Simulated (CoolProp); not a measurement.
Vapour-liquid equilibrium of nitrogen (1) + carbon monoxide (2) at 108.8 K; x and y are mole fractions of (1).

Computed with CoolProp (multi-fluid Helmholtz-energy mixture model, Span 2000 and Lemmon 2006; pair parameters Gernert 2013).

| x | bubble pressure, mixture model (bar) | bubble pressure, Raoult's law (bar) | y, mixture model | y, Raoult's law |
|---|---|---|---|---|
| 0.05 | 10.11 | 10.09 | 0.065 | 0.068 |
| 0.15 | 10.53 | 10.47 | 0.188 | 0.196 |
| 0.25 | 10.95 | 10.84 | 0.302 | 0.315 |
| 0.35 | 11.36 | 11.22 | 0.410 | 0.426 |
| 0.45 | 11.76 | 11.59 | 0.510 | 0.530 |
| 0.55 | 12.15 | 11.97 | 0.606 | 0.628 |
| 0.65 | 12.52 | 12.35 | 0.697 | 0.719 |
| 0.75 | 12.87 | 12.72 | 0.785 | 0.805 |
| 0.85 | 13.21 | 13.10 | 0.872 | 0.887 |
| 0.95 | 13.52 | 13.48 | 0.957 | 0.963 |

The largest gap from Raoult's law is +1.5 % in bubble pressure, at x = 0.55. No azeotrope shows between x = 0.05 and 0.95.

The pair parameters rest on a limited set of measurements; away from them the model extrapolates.
